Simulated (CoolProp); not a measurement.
The fluid at 293.15 K and 0.174 MPa (gas) is heated at constant pressure to 372.5 K. The same conditions are run with several fluids, on thermodynamics alone (safety and materials aside).

Computed with CoolProp (reference Helmholtz-energy equation of state of each fluid (ethylene: Smukala 2000; R115: Lemmon 2016; sulfur dioxide: Gao 2016; R410A: Lemmon 2003; R407C: Lemmon 2003)). Blends and air are pseudo-pure fits.

Problem. Rank ethylene, R115, sulfur dioxide, R410A, R407C by heat (kJ/kg), highest first.

Solution. ethylene (132), R407C (71.1), R410A (69.7), R115 (60.9), sulfur dioxide (53.3)

```
fluid           final density (kg/m³)
--------------  ---------------------
ethylene                         1.58
R115                             8.81
sulfur dioxide                   3.65
R410A                            4.12
R407C                            4.90
```
